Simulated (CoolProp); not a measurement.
Vapour-liquid equilibrium of nitrogen (1) + oxygen (2) at 0.294 MPa; x and y are mole fractions of (1).

Values from CoolProp's multi-fluid Helmholtz-energy mixture model, Span 2000 and Schmidt 1985; pair parameters Gernert 2013.

Q: Give the bubble temperature and the first vapour's composition at x = 0.05, 0.5, 0.725. Is there an azeotrope?

A: x = 0.05: 100.4 K, y = 0.143; x = 0.5: 92.6 K, y = 0.753; x = 0.725: 90.2 K, y = 0.888. No azeotrope shows between x = 0.05 and 0.95.

Pair parameters are fitted to limited data, so mixtures are less certain than the pure fluids.
